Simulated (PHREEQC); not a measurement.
0.7 g of hydrous ferric oxide (600 m²/g; 0.2 weak and 0.005 strong sites per Fe, Dzombak-Morel constants, diffuse double layer) in 1 kg of water with 0.005 mol/kgw of an inert sodium salt and 2e-06 mol/kgw Ag2SO4, at 25 °C; the pH is set by adding NaOH or the inert anion's acid. Oxygen is held at 0.21 atm. The system is closed to CO2. Precipitation was switched off in this run.

All values are PHREEQC results (ion-association model, wateq4f.dat), not measurements.

```json
[
 {"pH": "4", "S sorbed (%)": "100.0", "Ag sorbed (%)": "0.3", "surface charge σ (C/m²)": "0.185", "surface potential ψ (mV)": "193"},
 {"pH": "4.67", "S sorbed (%)": "100.0", "Ag sorbed (%)": "2.0", "surface charge σ (C/m²)": "0.117", "surface potential ψ (mV)": "170"},
 {"pH": "5.33", "S sorbed (%)": "99.8", "Ag sorbed (%)": "9.6", "surface charge σ (C/m²)": "0.069", "surface potential ψ (mV)": "144"},
 {"pH": "6", "S sorbed (%)": "97.6", "Ag sorbed (%)": "33.7", "surface charge σ (C/m²)": "0.038", "surface potential ψ (mV)": "113"},
 {"pH": "6.67", "S sorbed (%)": "74.1", "Ag sorbed (%)": "70.0", "surface charge σ (C/m²)": "0.019", "surface potential ψ (mV)": "79"},
 {"pH": "7.33", "S sorbed (%)": "15.0", "Ag sorbed (%)": "91.3", "surface charge σ (C/m²)": "0.008", "surface potential ψ (mV)": "44"},
 {"pH": "8", "S sorbed (%)": "0.9", "Ag sorbed (%)": "98.0", "surface charge σ (C/m²)": "0.001", "surface potential ψ (mV)": "6"},
 {"pH": "8.67", "S sorbed (%)": "0.1", "Ag sorbed (%)": "99.6", "surface charge σ (C/m²)": "-0.005", "surface potential ψ (mV)": "-32"},
 {"pH": "9.33", "S sorbed (%)": "0.0", "Ag sorbed (%)": "99.9", "surface charge σ (C/m²)": "-0.015", "surface potential ψ (mV)": "-68"},
 {"pH": "10", "S sorbed (%)": "0.0", "Ag sorbed (%)": "100.0", "surface charge σ (C/m²)": "-0.031", "surface potential ψ (mV)": "-103"},
 {"pH": "10.67", "S sorbed (%)": "0.0", "Ag sorbed (%)": "100.0", "surface charge σ (C/m²)": "-0.059", "surface potential ψ (mV)": "-134"},
 {"pH": "11.33", "S sorbed (%)": "0.0", "Ag sorbed (%)": "100.0", "surface charge σ (C/m²)": "-0.112", "surface potential ψ (mV)": "-159"},
 {"pH": "12", "S sorbed (%)": "0.0", "Ag sorbed (%)": "100.0", "surface charge σ (C/m²)": "-0.216", "surface potential ψ (mV)": "-172"}
]
```

Species that the database lacks are ignored.
